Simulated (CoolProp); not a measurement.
Computed with CoolProp (reference Helmholtz-energy equation of state, Smukala 2000).

Problem. For ethylene, give the phase and the density (kg/m³), cp (kJ/(kg K)), cv (kJ/(kg K)), Joule-Thomson coefficient (K/MPa) at -48.35 °C and 7.32 MPa; -41.05 °C and 7.32 MPa; -19.15 °C and 7.32 MPa.

Solution. 
- -48.35 °C and 7.32 MPa: liquid; density 493, cp 2.58, cv 1.32, Joule-Thomson coefficient -0.180
- -41.05 °C and 7.32 MPa: liquid; density 480, cp 2.64, cv 1.33, Joule-Thomson coefficient -0.109
- -19.15 °C and 7.32 MPa: liquid; density 437, cp 2.95, cv 1.36, Joule-Thomson coefficient 0.224
